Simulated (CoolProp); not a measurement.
n-perfluorohexane at several states: density (kg/m³) from the reference equation and from simpler models built on Tc = 174.9 °C, pc = 17.42 bar, ω = 0.497; each cubic takes its own stable root.

Computed with CoolProp (reference Helmholtz-energy equation of state, Gao 2022).

```csv
T (°C),p (bar),phase,reference
-66.95,7.4,liquid,1935
-2.75,0.442,liquid,1755
-6.85,0.765,liquid,1766
```

Problem. How far does each simpler model (van der Waals, Redlich-Kwong, Soave-Redlich-Kwong) lie from the reference over these 3 states: mean and median of the absolute difference, and the worst?

Solution. 
- van der Waals: mean 81.3 %, median 99.3 %, worst -99.6 % at -2.75 °C and 0.442 bar
- Redlich-Kwong: mean 18.5 %, median 18.4 %, worst -18.5 % at -2.75 °C and 0.442 bar
- Soave-Redlich-Kwong: mean 14.0 %, median 13.4 %, worst -15.2 % at -66.95 °C and 7.4 bar

At some of these states van der Waals gives the other phase, because its saturation line lies elsewhere.
